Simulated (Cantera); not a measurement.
A freely propagating, adiabatic, planar premixed flame of CO : H2 : O2 : N2 = 1 : 0.026 : 0.615 : 2.31 (molar parts), equivalence ratio 0.83, unburnt at 400 K and 630000 Pa; mixture-averaged transport, grid criteria slope 0.08 and curve 0.16, no radiation.

Cantera simulation using GRI-Mech 3.0 (53 species, 325 reactions); the numbers are that mechanism's predictions, not measurements. The hydrogen kinetics of GRI-Mech 3.0 are dated; newer H2 mechanisms differ, most at raised pressure. Burning velocities carry a grid error of a few per cent, more on coarse grids.

x: mole fraction of selected species; z is measured from the peak of heat release.

| z (mm) | T (K) | u (m/s) | x CO | x H2 | x O2 | x H2O2 | x NO2 | x CO2 |
|---|---|---|---|---|---|---|---|---|
| -0.501 | 400 | 0.258 | 0.253 | 0.00647 | 0.156 | <1e-8 | <1e-8 | 1.87e-7 |
| -0.334 | 400 | 0.258 | 0.253 | 0.00621 | 0.156 | 9.97e-8 | <1e-8 | 4.73e-6 |
| -0.250 | 403 | 0.259 | 0.253 | 0.00581 | 0.156 | 6.16e-7 | 1.76e-8 | 3.86e-5 |
| -0.167 | 421 | 0.270 | 0.252 | ___ | 0.155 | ___ | ___ | ___ |
| -0.0835 | 651 | 0.415 | 0.235 | 0.00291 | 0.147 | 5.85e-5 | 2.91e-6 | 0.0141 |
| -0.0417 | 1057 | 0.661 | 0.196 | 0.00163 | 0.127 | 5.91e-5 | 1.22e-6 | 0.0548 |
| 0 | 1511 | 0.915 | 0.136 | 0.000520 | 0.0952 | 1.17e-6 | 3.15e-7 | 0.124 |
| 0.0417 | ___ | 1.06 | ___ | 0.000239 | ___ | ___ | ___ | ___ |
| 0.0835 | 1952 | 1.14 | 0.0688 | 0.000224 | 0.0600 | 1.59e-7 | 4.32e-7 | 0.207 |
| 0.167 | 2107 | 1.22 | 0.0494 | 0.000193 | 0.0513 | 8.79e-8 | 5.94e-7 | 0.231 |
| 0.334 | 2230 | 1.27 | 0.0343 | 0.000138 | 0.0449 | 4.86e-8 | 7.85e-7 | 0.249 |
| 0.668 | 2316 | 1.31 | 0.0229 | 9.24e-5 | 0.0399 | 2.91e-8 | 8.49e-7 | 0.263 |
| 1.34 | 2366 | 1.34 | 0.0159 | 6.41e-5 | 0.0366 | 2.06e-8 | 8.68e-7 | 0.271 |

Problem. Complete the blanks.

Solution. 
- -0.167, x H2: 0.00490
- -0.167, x H2O2: 5.30e-6
- -0.167, x NO2: 1.93e-7
- -0.167, x CO2: 0.000505
- 0.0417, T (K): 1794
- 0.0417, x CO: 0.0919
- 0.0417, x O2: 0.0713
- 0.0417, x H2O2: 2.78e-7
- 0.0417, x NO2: 3.57e-7
- 0.0417, x CO2: 0.178
